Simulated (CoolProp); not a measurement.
Computed with CoolProp (reference Helmholtz-energy equation of state, Thol 2014).

Problem. For chloromethane (R40), give the phase and the Joule-Thomson coefficient (K/MPa), expansivity (1/kK), fugacity coefficient at 340.8 K and 3.42 bar.

Solution. 
- 340.8 K and 3.42 bar: gas; Joule-Thomson coefficient 23.4, expansivity 3.34, fugacity coefficient 0.964
